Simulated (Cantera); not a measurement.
Feed: 1 mol Si, 2.7 mol HCl, 0.24 mol H₂, equilibrated at 12000 Torr.

Cantera equilibrium calculation (NASA polynomials, part measured and part estimated; ideal gas, pure solids and liquids). Candidate condensed phases: Si; 19 gas species. The tables' values for SiCl₃ are old estimates; treat these amounts as uncertain. Rates play no part. All values below are at 1273 K.

Base state: H₂ 0.623, SiCl₄ 0.180, SiHCl₃ 0.133, HCl 0.0338, SiH₂Cl₂ 0.0136, SiCl₃ 0.0114, SiCl₂ 0.00473, SiH₃Cl 0.000387 (mole fractions); condensed: Si(s).

**Question.** What changes in the equilibrium state with this change: H₂ from 0.24 to 6.9 mol?

**Answer.** 
| species | before | after |
|---|---|---|
| H₂ | 0.623 | 0.888 |
| SiHCl₃ | 0.133 | 0.0421 |
| SiCl₄ | 0.180 | 0.0307 |
| SiCl₃ | 0.0114 | 0.00303 |
| SiH₂Cl₂ | 0.0136 | 0.00799 |
| HCl | 0.0338 | 0.0259 |
| SiCl₂ | 0.00473 | 0.00195 |
| SiH₃Cl | 0.000387 | 0.000423 |
| Si(s), mol | 0.243 | 0.235 |
